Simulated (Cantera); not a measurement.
A freely propagating, adiabatic, planar premixed flame of H2 : O2 : N2 = 1 : 0.877 : 3.3 (molar parts), equivalence ratio 0.57, unburnt at 325 K and 0.133 bar; mixture-averaged transport, grid criteria slope 0.08 and curve 0.16, no radiation.

Detailed kinetics in Cantera: the H2/O2 subset of GRI-Mech 3.0, which has no nitrogen chemistry. Burning velocities carry a grid error of a few per cent, more on coarse grids. Lean hydrogen flames are cellular in practice and burn faster than this planar one.

What does this change do: inlet temperature 325 to 723 K?


```tsv
quantity	before	after
laminar burning velocity	113 cm/s	690 cm/s
thermal thickness	4.53 mm	7.43 mm
peak x(H)	0.0232	0.0507
peak x(O)	0.0100	0.0191
peak x(HO2)	0.000120	3.48e-5
```
